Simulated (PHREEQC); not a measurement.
Solution (25 °C): 16 mmol/kgw K2CO3, 0.21 mmol/kgw K2SO4 and 1.4 mmol/kgw KH2PO4. Closed to the air; pH follows from the charge balance.

All values are PHREEQC results (ion-association model, phreeqc.dat), not measurements.

No solid was allowed to form.

Q: Predict the pH, specific conductance.

A: pH 10.84; specific conductance 4030 µS/cm.

Q: In which forms is S present?

A: SO4-2 90 %, KSO4- 9.7 % of the S.
